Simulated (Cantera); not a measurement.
## Moist CO burnout

An isothermal, constant-pressure homogeneous reactor starts with CO : O2 : H2O : N2 = 0.0045 : 0.014 : 0.069 : 1 (molar parts), equivalence ratio 0.16, at 1448 K and 1000000 Pa.

Computed with Cantera and GRI-Mech 3.0 (53 species, 325 reactions).

```csv
t (s),x CO,x O2,x H2O,x NO,x HO2,x OH,x N2O
0.000100,0.00412,0.0129,0.0634,1.52e-12,2.61e-6,7.72e-6,1.38e-9
0.000203,0.00352,0.0126,0.0633,7.85e-10,1.19e-5,9.73e-5,6.42e-8
0.000412,0.00182,0.0117,0.0634,7.54e-9,8.64e-6,9.81e-5,3.10e-7
0.000835,0.000667,0.0112,0.0635,1.42e-8,3.73e-6,6.76e-5,5.16e-7
0.00169,0.000173,0.0109,0.0635,1.84e-8,1.09e-6,4.37e-5,6.20e-7
0.00344,3.18e-5,0.0108,0.0636,2.08e-8,2.32e-7,2.64e-5,6.03e-7
0.00697,4.12e-6,0.0108,0.0636,2.20e-8,5.01e-8,1.59e-5,4.57e-7
0.0141,3.08e-7,0.0108,0.0636,2.26e-8,2.29e-8,1.14e-5,2.38e-7
0.0287,3.09e-8,0.0108,0.0636,2.29e-8,2.04e-8,1.05e-5,8.53e-8
0.0582,2.77e-8,0.0108,0.0636,2.32e-8,2.03e-8,1.05e-5,5.06e-8
0.118,2.77e-8,0.0108,0.0636,2.38e-8,2.03e-8,1.05e-5,4.95e-8
0.240,2.77e-8,0.0108,0.0636,2.50e-8,2.03e-8,1.05e-5,4.95e-8
0.486,2.77e-8,0.0108,0.0636,2.73e-8,2.03e-8,1.05e-5,4.95e-8
0.986,2.77e-8,0.0108,0.0636,3.22e-8,2.03e-8,1.05e-5,4.95e-8
2.00,2.77e-8,0.0108,0.0636,4.19e-8,2.03e-8,1.05e-5,4.95e-8
```
x: mole fraction; the columns are a selection and need not sum to one.

Equilibrium at this temperature and pressure: CO 2.78e-8, O2 0.0107, H2O 0.0636, NO 0.000231, HO2 2.01e-8, OH 1.05e-5, N2O 4.92e-8 (gas phase only).
